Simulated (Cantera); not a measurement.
# Thermodynamics of boron, boron nitride and boron oxide, feed B + O2

Feed: 1 mol B, a varied amount of O2, at 1552 °C and 3.60 mbar.

These are equilibrium values from Cantera (NASA tables, ideal gas, pure condensed phases), not measurements of a reactor. Candidate condensed phases: B, B2O3; 10 gas species. Kinetics and transport are ignored.

From 0.051 mol O2 to 0.43 mol O2 the condensed part is B(s). From 0.73 mol O2 to 6.2 mol O2 nothing is condensed. The main B-bearing gas is B2O2 at 0.051 mol O2 and B2O3 at 6.2 mol O2.

| n(O2) (mol) | log p B2O3 | log p O2 | log p B2O2 | log p BO | log p BO2 | log p O | n B(s) |
|---|---|---|---|---|---|---|---|
| 0.051 | -3.35 | <-14 | -2.53 | -3.66 | -7.66 | -12.22 | 0.904 |
| 0.087 | -3.35 | <-14 | -2.53 | -3.66 | -7.66 | -12.22 | 0.836 |
| 0.15 | -3.35 | <-14 | -2.53 | -3.66 | -7.66 | -12.22 | 0.718 |
| 0.25 | -3.35 | <-14 | -2.53 | -3.66 | -7.66 | -12.22 | 0.530 |
| 0.43 | -3.35 | <-14 | -2.53 | -3.66 | -7.66 | -12.22 | 0.191 |
| 0.73 | -2.48 | -12.95 | -3.60 | -4.20 | -6.27 | -10.29 | 0 |
| 1.3 | -2.79 | -2.74 | -9.01 | -6.90 | -3.87 | -5.18 | 0 |
| 2.1 | -3.04 | -2.59 | -9.33 | -7.06 | -3.96 | -5.11 | 0 |
| 3.6 | -3.31 | -2.52 | -9.63 | -7.21 | -4.07 | -5.07 | 0 |
| 6.2 | -3.57 | -2.49 | -9.91 | -7.35 | -4.19 | -5.06 | 0 |
log p: log10 of the partial pressure in bar; n: condensed amount in mol.
